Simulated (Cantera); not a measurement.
An isothermal, constant-pressure homogeneous reactor starts with H₂ : O₂ = 0.22 : 1 (molar parts), equivalence ratio 0.11, at 1398 K and 0.0110 bar. Integrator tolerance rtol = 1e-08.

Cantera simulation using the H2/O2 subset of GRI-Mech 3.0, which has no nitrogen chemistry; the numbers are that mechanism's predictions, not measurements. Radical loss at walls, strong at low pressure, is not modelled. The temperature is held fixed by assumption; the heat of reaction is taken as removed at once.

Task: What does this change do: temperature 1398 to 1023 K?

Result: 
```json
[
 {"quantity": "x(H₂) at 10.0 s", "before": "1.07e-6 (gas-phase equilibrium 9.30e-7)", "after": "4.10e-8 (gas-phase equilibrium 3.63e-10)"},
 {"quantity": "x(O₂) at 10.0 s", "before": "0.802 (gas-phase equilibrium 0.802)", "after": "0.802 (gas-phase equilibrium 0.802)"},
 {"quantity": "x(OH) at 10.0 s", "before": "0.000198 (gas-phase equilibrium 0.000184)", "after": "1.14e-5 (gas-phase equilibrium 1.09e-6)"},
 {"quantity": "x(H₂O₂) at 10.0 s", "before": "2.17e-9 (gas-phase equilibrium 2.05e-9)", "after": "4.43e-9 (gas-phase equilibrium 6.99e-11)"},
 {"quantity": "x(O) at 10.0 s", "before": "9.10e-6 (gas-phase equilibrium 7.88e-6)", "after": "2.94e-7 (gas-phase equilibrium 2.68e-9)"},
 {"quantity": "x(H) at 10.0 s", "before": "5.43e-8 (gas-phase equilibrium 4.38e-8)", "after": "8.47e-10 (gas-phase equilibrium <1e-12)"}
]
```

Task: What does this change do: temperature 1398 to 1223 K?

Result: 
| quantity | before | after |
|---|---|---|
| x(H₂) at 10.0 s | 1.07e-6 (gas-phase equilibrium 9.30e-7) | 2.26e-7 (gas-phase equilibrium 4.32e-8) |
| x(O₂) at 10.0 s | 0.802 (gas-phase equilibrium 0.802) | 0.802 (gas-phase equilibrium 0.802) |
| x(OH) at 10.0 s | 0.000198 (gas-phase equilibrium 0.000184) | 5.67e-5 (gas-phase equilibrium 2.48e-5) |
| x(H₂O₂) at 10.0 s | 2.17e-9 (gas-phase equilibrium 2.05e-9) | 2.07e-9 (gas-phase equilibrium 5.46e-10) |
| x(O) at 10.0 s | 9.10e-6 (gas-phase equilibrium 7.88e-6) | 1.81e-6 (gas-phase equilibrium 3.47e-7) |
| x(H) at 10.0 s | 5.43e-8 (gas-phase equilibrium 4.38e-8) | 7.10e-9 (gas-phase equilibrium 6.00e-10) |
